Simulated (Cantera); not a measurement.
Thermodynamics of silicon etching in halogen gases, feed Si + HBr

Input: 1 mol Si, a varied amount of HBr, at 798.15 K and 1.00 bar.

Method: chemical equilibrium by Gibbs-energy minimisation in Cantera with the NASA 1993 tables (ideal gas, pure condensed phases). Candidate condensed phases: Br2, Si; 19 gas species. The tables' values for SiBr3 are old estimates; treat these amounts as uncertain. Rates play no part.

| n(HBr) (mol) | x HBr | x H2 | x SiBr4 | x SiHBr3 | x SiH2Br2 | x SiBr3 | n Si(s) |
|---|---|---|---|---|---|---|---|
| 3.7 | 0.00341 | 0.654 | 0.312 | 0.0290 | 0.00126 | 4.25e-5 | 0.0555 |
| 6.3 | 0.434 | 0.377 | 0.189 | 7.95e-5 | 1.57e-8 | 1.53e-7 | 0 |
| 8.9 | 0.620 | 0.253 | 0.127 | 2.51e-5 | 2.32e-9 | 5.89e-8 | 0 |
| 12 | 0.727 | 0.182 | 0.0909 | 1.10e-5 | 6.24e-10 | 3.06e-8 | 0 |
| 14 | 0.769 | 0.154 | 0.0769 | 7.46e-6 | 3.38e-10 | 2.25e-8 | 0 |
| 17 | 0.813 | 0.125 | 0.0625 | 4.66e-6 | 1.62e-10 | 1.56e-8 | 0 |
| 19 | 0.833 | 0.111 | 0.0556 | 3.59e-6 | 1.08e-10 | 1.27e-8 | 0 |
| 22 | 0.857 | 0.0952 | 0.0476 | 2.57e-6 | 6.46e-11 | 9.83e-9 | 0 |
x: gas mole fraction; n: condensed amount in mol.

At 3.7 mol HBr the condensed part is Si(s). From 6.3 mol HBr to 22 mol HBr nothing is condensed. The main Si-bearing gas is SiBr4 throughout.
